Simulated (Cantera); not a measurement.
A closed system holds: 1 mol CH₃Cl, 0.83 mol H₂, equilibrated at 2277 °C and 2.20 mbar.

Equilibrium computed with Cantera from the NASA thermochemical tables; the gas is ideal and each condensed phase is pure. Candidate condensed phases: C, C₆H₆, C₇H₈, C₈H₁₈; 91 gas species. Kinetics and transport are ignored.

Base state: H 0.389, H₂ 0.342, HCl 0.146, Cl 0.117, C₂H₂ (acetylene) 0.00455, C₃ 0.000484, C₂H 0.000412, C 0.000148 (mole fractions); condensed: C(graphite).

Task: What changes in the equilibrium state with this change: CH₃Cl replaced by CH₂F₂?

Result: 
```
species            before     after
----------------  -------  --------
HF                      0     0.616
H                   0.389     0.244
H₂                  0.342     0.134
HCl                 0.146         0
Cl                  0.117         0
F                       0   0.00265
CF                      0  0.000101
C₂HCl             2.42e-5         0
C₄H₂              2.50e-5   9.84e-6
C(graphite), mol    0.955     0.981
```
